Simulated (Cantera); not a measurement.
Feed: 1 mol V2O5, 320 mol H2, equilibrated at 0.100 bar.

Cantera equilibrium calculation (NASA polynomials, part measured and part estimated; ideal gas, pure solids and liquids). Candidate condensed phases: H2O, V, VO, V2O3, V2O4, V2O5; 12 gas species. Mutual solubility and eutectic melting of coexisting phases are not modelled. VO: taken at fixed stoichiometry. Condensed phases not in the tables: the oxides between V2O3 and V2O5 other than VO2. The numbers say what is thermodynamically allowed, not how fast it happens.

Problem. At 1675 K, list the 3 most abundant gas species with their mole fractions, and the condensed phases.

Solution. H2 0.991, H2O 0.00864, H 0.000366. Condensed: VO(s) + V2O3(s).
